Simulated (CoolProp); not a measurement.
Vapour-liquid equilibrium of R125 (1) + R236FA (2) at 256.6 K; x and y are mole fractions of (1).

Computed with CoolProp (multi-fluid Helmholtz-energy mixture model, Lemmon 2005 and Pan 2012; pair parameters Bell 2016).

```tsv
x	bubble pressure, mixture model (bar)	bubble pressure, Raoult's law (bar)	y, mixture model	y, Raoult's law
0.05	0.6781	0.6831	0.268	0.280
0.2	___	1.180	___	0.649
0.35	1.641	1.677	0.781	0.799
0.5	___	2.174	0.866	0.881
0.65	___	2.671	___	0.932
0.8	___	3.168	0.961	0.967
0.95	3.651	3.665	0.991	0.993
```

### Question
What belongs in the gaps?

### Answer

- 0.2, bubble pressure, mixture model (bar): 1.159
- 0.2, y, mixture model: 0.629
- 0.5, bubble pressure, mixture model (bar): 2.127
- 0.65, bubble pressure, mixture model (bar): 2.622
- 0.65, y, mixture model: 0.921
- 0.8, bubble pressure, mixture model (bar): 3.128

The largest gap from Raoult's law is -2.1 % in bubble pressure, at x = 0.35. No azeotrope shows between x = 0.05 and 0.95.

Pair parameters are fitted to limited data, so mixtures are less certain than the pure fluids.
